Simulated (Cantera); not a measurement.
Cantera run:

```python
import numpy as np
import cantera as ct

gas_names = """
    H HO2 H2 H2O H2O2 O OH O2 O3 Ti TiO TiO2
""".split()
cond_names = """
    H2O(s) H2O(L) Ti(a) Ti(b) Ti(L) TiO(a) TiO(b) TiO(L) TiO2(ru) TiO2(L) Ti2O3(a) Ti2O3(b) Ti2O3(L)
    Ti3O5(a) Ti3O5(b) Ti3O5(L) Ti4O7(s) Ti4O7(L)
""".split()


# ... load() reads the species with a 1 bar reference pressure and builds the phases ...
atoms = {
    'TiO2': {'Ti': 1, 'O': 2},
    'H2': {'H': 2},
    'H2O': {'H': 2, 'O': 1},
}
top_T = {}  # K; cautious upper limits of use, not melting points


# ... equilibrate(T, P, feed) seeds the gas with the atoms and calls Mixture.equilibrate('TP', solver="vcs", rtol=1e-11, max_steps=5000) ...
results = []
P = 1333.22  # Pa
for T in [1298, 1373, 1448, 1523, 1598, 1673, 1748, 1823, 1898, 1973, 2048, 2123, 2198, 2273]:
    for m in [0.47, 0.65, 0.9, 1.3, 1.7, 2.4, 3.4, 4.7]:
        feed = {'TiO2': 1, 'H2': 17, 'H2O': m}  # mol
        mix = equilibrate(T, P, feed)
        results.append((T, P, feed, dict(zip(mix.species_names, mix.species_moles))))

for T, P, feed, n in results:
    print(f"{T:7g} {feed['H2O']:10.4g}  " + (" + ".join(c for c in cond_names if n.get(c, 0) > 1e-12) or "gas only"))
```

It prints:

```
   1298       0.47  TiO2(ru)
   1298       0.65  TiO2(ru)
   1298        0.9  TiO2(ru)
   1298        1.3  TiO2(ru)
   1298        1.7  TiO2(ru)
   1298        2.4  TiO2(ru)
   1298        3.4  TiO2(ru)
   1298        4.7  TiO2(ru)
   1373       0.47  TiO2(ru)
   1373       0.65  TiO2(ru)
   1373        0.9  TiO2(ru)
   1373        1.3  TiO2(ru)
   1373        1.7  TiO2(ru)
   1373        2.4  TiO2(ru)
   1373        3.4  TiO2(ru)
   1373        4.7  TiO2(ru)
   1448       0.47  TiO2(ru)
   1448       0.65  TiO2(ru)
   1448        0.9  TiO2(ru)
   1448        1.3  TiO2(ru)
   1448        1.7  TiO2(ru)
   1448        2.4  TiO2(ru)
   1448        3.4  TiO2(ru)
   1448        4.7  TiO2(ru)
   1523       0.47  TiO2(ru)
   1523       0.65  TiO2(ru)
   1523        0.9  TiO2(ru)
   1523        1.3  TiO2(ru)
   1523        1.7  TiO2(ru)
   1523        2.4  TiO2(ru)
   1523        3.4  TiO2(ru)
   1523        4.7  TiO2(ru)
   1598       0.47  TiO2(ru) + Ti4O7(s)
   1598       0.65  TiO2(ru)
   1598        0.9  TiO2(ru)
   1598        1.3  TiO2(ru)
   1598        1.7  TiO2(ru)
   1598        2.4  TiO2(ru)
   1598        3.4  TiO2(ru)
   1598        4.7  TiO2(ru)
   1673       0.47  Ti4O7(s)
   1673       0.65  TiO2(ru) + Ti4O7(s)
   1673        0.9  TiO2(ru)
   1673        1.3  TiO2(ru)
   1673        1.7  TiO2(ru)
   1673        2.4  TiO2(ru)
   1673        3.4  TiO2(ru)
   1673        4.7  TiO2(ru)
   1748       0.47  Ti4O7(s)
   1748       0.65  Ti4O7(s)
   1748        0.9  Ti4O7(s)
   1748        1.3  TiO2(ru) + Ti4O7(s)
   1748        1.7  TiO2(ru)
   1748        2.4  TiO2(ru)
   1748        3.4  TiO2(ru)
   1748        4.7  TiO2(ru)
   1823       0.47  Ti3O5(b) + Ti4O7(s)
   1823       0.65  Ti4O7(s)
   1823        0.9  Ti4O7(s)
   1823        1.3  Ti4O7(s)
   1823        1.7  Ti4O7(s)
   1823        2.4  TiO2(ru)
   1823        3.4  TiO2(ru)
   1823        4.7  TiO2(ru)
   1898       0.47  Ti3O5(b)
   1898       0.65  Ti3O5(b)
   1898        0.9  Ti3O5(b)
   1898        1.3  Ti4O7(s)
   1898        1.7  Ti4O7(s)
   1898        2.4  Ti4O7(s)
   1898        3.4  TiO2(ru)
   1898        4.7  TiO2(ru)
   1973       0.47  Ti3O5(b)
   1973       0.65  Ti3O5(b)
   1973        0.9  Ti3O5(b) + Ti4O7(L)
   1973        1.3  Ti4O7(L)
   1973        1.7  Ti4O7(L)
   1973        2.4  Ti4O7(L)
   1973        3.4  Ti4O7(L)
   1973        4.7  TiO2(ru) + Ti4O7(L)
   2048       0.47  Ti4O7(L)
   2048       0.65  Ti4O7(L)
   2048        0.9  Ti4O7(L)
   2048        1.3  Ti4O7(L)
   2048        1.7  Ti4O7(L)
   2048        2.4  Ti4O7(L)
   2048        3.4  Ti4O7(L)
   2048        4.7  Ti4O7(L)
   2123       0.47  Ti4O7(L)
   2123       0.65  Ti4O7(L)
   2123        0.9  Ti4O7(L)
   2123        1.3  Ti4O7(L)
   2123        1.7  Ti4O7(L)
   2123        2.4  Ti4O7(L)
   2123        3.4  Ti4O7(L)
   2123        4.7  Ti4O7(L)
   2198       0.47  Ti3O5(L)
   2198       0.65  Ti4O7(L)
   2198        0.9  Ti4O7(L)
   2198        1.3  Ti4O7(L)
   2198        1.7  Ti4O7(L)
   2198        2.4  Ti4O7(L)
   2198        3.4  Ti4O7(L)
   2198        4.7  Ti4O7(L)
   2273       0.47  Ti3O5(L)
   2273       0.65  Ti3O5(L)
   2273        0.9  Ti4O7(L)
   2273        1.3  Ti4O7(L)
   2273        1.7  Ti4O7(L)
   2273        2.4  Ti4O7(L)
   2273        3.4  Ti4O7(L)
   2273        4.7  Ti4O7(L)
```

Method: chemical equilibrium by Gibbs-energy minimisation in Cantera with the NASA 1993 tables (ideal gas, pure condensed phases). Mutual solubility and eutectic melting of coexisting phases are not modelled. Condensed phases not in the tables: Magnéli phases beyond Ti4O7.
